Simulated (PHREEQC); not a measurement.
# Leach liquor: an equilibrium model

Consider water at 25 °C with 0.023 mol/kgw HCl, 0.031 mol/kgw CuSO4 and 0.14 mol/kgw MnSO4. Closed to the air; pH follows from the charge balance.

Model: ion-association model, phreeqc.dat, run in PHREEQC.

This is a speciation only: nothing precipitates in the calculation.

Task: Predict the pH, ionic strength.

Result: pH 2.21; ionic strength 0.364 mol/kgw.

Task: In which forms is S present?

Result: SO4-2 46 %, MnSO4 36 %, HSO4- 8.8 %, CuSO4 8.7 % of the S.
